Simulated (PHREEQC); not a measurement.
# Brine: speciation

Consider water at 41 °C with 2.6 mol/kgw KCl. Closed to the air; pH follows from the charge balance.

Model: Pitzer model, pitzer.dat, run in PHREEQC.

```json
{
 "ionic_strength": "2.60 mol/kgw",
 "activity_of_water": "0.916",
 "density": "1.097 g/cm³",
 "osmotic_coefficient": "0.938"
}
```

```
species  molality  activity   log γ
-------  --------  --------  ------
Cl-          2.60      1.51  -0.237
K+           2.60      1.51  -0.237
OH-       1.94e-7   1.36e-7  -0.155
H+        1.94e-7   2.11e-7   0.036
```

Precipitation was switched off in this run. At this temperature some constants are extrapolated from 25 °C, and those without enthalpy data are left unchanged.
